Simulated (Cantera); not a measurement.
Charge: 1 mol HF, 0.28 mol O₂, a varied amount of H₂, equilibrated at 600 K and 2800 Pa.

These are equilibrium values from Cantera (NASA tables, ideal gas, pure condensed phases), not measurements of a reactor. Candidate condensed phases: H₂O; 22 gas species. Equilibrium is a limit: real reactors are often held back by kinetics, nucleation or transport.

x: gas mole fraction; nothing condenses.

| n(H₂) (mol) | x H₂ | x HF | x H₂O | x O₂ | x H₂F₂ |
|---|---|---|---|---|---|
| 0.37 | <1e-12 | 0.683 | 0.253 | 0.0648 | … |
| 0.54 | <1e-12 | 0.645 | 0.348 | 0.00645 | … |
| 0.78 | 0.124 | 0.562 | 0.315 | <1e-12 | … |
| 1.1 | 0.257 | 0.476 | 0.267 | <1e-12 | … |
| 1.6 | 0.400 | 0.385 | 0.215 | <1e-12 | … |
| 2.4 | 0.541 | 0.294 | 0.165 | <1e-12 | … |
| 3.5 | 0.653 | 0.222 | 0.124 | <1e-12 | … |
| 5 | 0.740 | 0.167 | 0.0933 | <1e-12 | … |

Problem. Some entries are withheld; supply them.

Solution. 
- 0.37, x H₂F₂: 5.51e-6
- 0.54, x H₂F₂: 4.93e-6
- 0.78, x H₂F₂: 3.73e-6
- 1.1, x H₂F₂: 2.68e-6
- 1.6, x H₂F₂: 1.75e-6
- 2.4, x H₂F₂: 1.02e-6
- 3.5, x H₂F₂: 5.84e-7
- 5, x H₂F₂: 3.29e-7
